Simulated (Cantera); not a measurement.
Input: 1 mol c-C₄F₈, 0.18 mol CH₄, 0.47 mol H₂, equilibrated at 160 Pa.

Points: T (K) = 1725, 1825, 1925, 2025, 2125, 2225, 2325, 2425, 2525, 2625, 2725.

Cantera's Mixture.equilibrate('TP', solver="vcs", rtol=1e-11, max_steps=5000) on the NASA tables stopped like this:

```
 2.545
T = 1925 K  P = 160 Pa  gas = 3.551 mol
   x: HF 4.675e-01  CF4 3.846e-01  CF2 9.061e-02  F 5.291e-02  CF3 4.186e-03
   condensed (mol): C(gr) 2.477
T = 2025 K  P = 160 Pa  gas = 3.995 mol
   x: HF 4.155e-01  CF4 2.706e-01  CF2 1.779e-01  F 1.289e-01  CF3 6.435e-03
   condensed (mol): C(gr) 2.36
T = 2125 K  P = 160 Pa  gas = 4.832 mol
   x: HF 3.436e-01  CF2 2.622e-01  F 2.586e-01  CF4 1.266e-01  CF3 6.818e-03  CF 2.141e-03
   condensed (mol): C(gr) 2.258
T = 2225 K  P = 160 Pa  gas = 5.846 mol
   x: F 4.105e-01  HF 2.839e-01  CF2 2.642e-01  CF4 3.190e-02  CF 5.142e-03  CF3 4.287e-03
   condensed (mol): C(gr) 2.394
ERROR: FAILURE its = 5001!

*******************************************************************************
CanteraError thrown by MultiPhase::equilibrate:
VCS solver failed. Return code: -1
*******************************************************************************
```

What got this run through?

One answer among several that fit: The failure is numerical, not chemical. The same input converged with solver="gibbs", rtol=1e-10, max_steps=50000, and the result passed a check of the equilibrium conditions:
```
T = 1725 K  P = 160 Pa  gas = 3.282 mol
   x: HF 5.058e-01  CF4 4.741e-01  CF2 1.354e-02  F 5.614e-03
   condensed (mol): C(gr) 2.577
T = 1825 K  P = 160 Pa  gas = 3.357 mol
   x: HF 4.944e-01  CF4 4.469e-01  CF2 3.791e-02  F 1.856e-02  CF3 2.166e-03
   condensed (mol): C(gr) 2.545
T = 1925 K  P = 160 Pa  gas = 3.551 mol
   x: HF 4.675e-01  CF4 3.846e-01  CF2 9.061e-02  F 5.291e-02  CF3 4.186e-03
   condensed (mol): C(gr) 2.477
T = 2025 K  P = 160 Pa  gas = 3.995 mol
   x: HF 4.155e-01  CF4 2.706e-01  CF2 1.779e-01  F 1.289e-01  CF3 6.435e-03
   condensed (mol): C(gr) 2.36
T = 2125 K  P = 160 Pa  gas = 4.832 mol
   x: HF 3.436e-01  CF2 2.622e-01  F 2.586e-01  CF4 1.266e-01  CF3 6.818e-03  CF 2.141e-03
   condensed (mol): C(gr) 2.258
T = 2225 K  P = 160 Pa  gas = 5.846 mol
   x: F 4.105e-01  HF 2.839e-01  CF2 2.642e-01  CF4 3.190e-02  CF 5.142e-03  CF3 4.287e-03
   condensed (mol): C(gr) 2.394
T = 2325 K  P = 160 Pa  gas = 6.595 mol
   x: F 5.368e-01  HF 2.517e-01  CF2 1.950e-01  CF 9.797e-03  CF4 4.881e-03  CF3 1.764e-03
   condensed (mol): C(gr) 2.785
T = 2425 K  P = 160 Pa  gas = 7.109 mol
   x: F 6.264e-01  HF 2.334e-01  CF2 1.226e-01  CF 1.612e-02
   condensed (mol): C(gr) 3.183
T = 2525 K  P = 160 Pa  gas = 7.472 mol
   x: F 6.818e-01  HF 2.218e-01  CF2 7.112e-02  CF 2.402e-02
   condensed (mol): C(gr) 3.455
T = 2625 K  P = 160 Pa  gas = 7.721 mol
   x: F 7.091e-01  HF 2.140e-01  CF2 3.972e-02  CF 3.336e-02  C3 1.974e-03
   condensed (mol): C(gr) 3.562
T = 2725 K  P = 160 Pa  gas = 7.928 mol
   x: F 7.147e-01  HF 2.069e-01  CF 4.387e-02  CF2 2.183e-02  C3 7.639e-03  H 2.520e-03  C 1.772e-03
   condensed (mol): C(gr) 3.449
```

The gas is ideal and each condensed phase is pure. The feed counts by its element totals alone. Gases not in the tables: C2F6 and larger saturated fluorocarbons.
